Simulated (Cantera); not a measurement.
Input (Python, Cantera):

```python
import numpy as np
import cantera as ct

gas = ct.Solution("gri30.yaml")
gas.TPX = 1625, 101325, {'CH4': 1, 'N2': 5.7}
reactor = ct.IdealGasConstPressureReactor(gas, energy="off", clone=False)
net = ct.ReactorNet([reactor])
net.rtol, net.atol = 1e-08, 1e-18
show = ['CH4', 'CH3', 'C2H2', 'H', 'C2H4', 'C2H6', 'H2']
times = np.geomspace(0.0003, 3, 9)

steps = ct.SolutionArray(gas, extra=["t"])
rows = []
print(f"{'t/s':>10s}{'T/K':>9s}{'P/Pa':>11s}" + "".join(f"{s:>11s}" for s in show))
for t in times:
    while net.time < t:
        t_next = net.step()
        steps.append(gas.state, t=t_next)
    rows.append([np.interp(t, steps.t, y) for y in (steps.T, steps.P, *steps(*show).X.T)])
    print(f"{t:10.3e}{rows[-1][0]:9.1f}{rows[-1][1]:11.4g}" + "".join(f"{x:11.3e}" for x in rows[-1][2:]))
rate = np.gradient(steps.T, steps.t)
print("integrator steps:", len(steps.t))
if steps.T.max() > steps.T[0] + 200:
    print(f"time of steepest temperature rise: {steps.t[rate.argmax()]:.4e} s")
gas.TPX = 1625, 101325, {'CH4': 1, 'N2': 5.7}
gas.equilibrate("TP")
print(f"equilibrium (TP): T = {gas.T:.1f} K  " + "  ".join(f"{s} {gas[s].X[0]:.3e}" for s in show))
```

Output:

```
       t/s      T/K       P/Pa        CH4        CH3       C2H2          H       C2H4       C2H6         H2
 3.000e-04   1625.0  1.013e+05  1.489e-01  2.114e-04  2.371e-07  2.268e-07  2.304e-05  4.498e-05  1.977e-04
 9.487e-04   1625.0  1.013e+05  1.477e-01  3.707e-04  1.371e-05  5.484e-07  2.788e-04  2.626e-04  1.048e-03
 3.000e-03   1625.0  1.013e+05  1.415e-01  5.343e-04  5.493e-04  2.115e-06  2.160e-03  6.426e-04  6.881e-03
 9.487e-03   1625.0  1.013e+05  1.219e-01  4.281e-04  7.548e-03  6.104e-06  4.066e-03  4.006e-04  3.139e-02
 3.000e-02   1625.0  1.013e+05  9.004e-02  2.750e-04  2.396e-02  1.171e-05  1.647e-03  1.520e-04  7.546e-02
 9.487e-02   1625.0  1.013e+05  5.117e-02  1.514e-04  4.175e-02  1.871e-05  8.655e-04  4.214e-05  1.271e-01
 3.000e-01   1625.0  1.013e+05  2.077e-02  6.424e-05  5.503e-02  2.550e-05  8.893e-04  7.159e-06  1.669e-01
 9.487e-01   1625.0  1.013e+05  7.600e-03  2.473e-05  6.067e-02  2.952e-05  1.012e-03  1.243e-06  1.840e-01
 3.000e+00   1625.0  1.013e+05  5.044e-03  1.669e-05  6.176e-02  3.053e-05  1.043e-03  7.190e-07  1.873e-01
integrator steps: 1400
equilibrium (TP): T = 1625.0 K  CH4 3.310e-03  CH3 1.088e-05  C2H2 2.600e-02  H 3.077e-05  C2H4 4.455e-04  C2H6 3.079e-07  H2 1.901e-01
```

Cantera simulation using GRI-Mech 3.0 (53 species, 325 reactions); the numbers are that mechanism's predictions, not measurements. GRI-Mech 3.0 stops at C3 and has no aromatics, soot or wall deposition, so with more carbon than oxygen in the feed, carbon stays in small species such as C2H2 where larger ones or solid carbon would form.
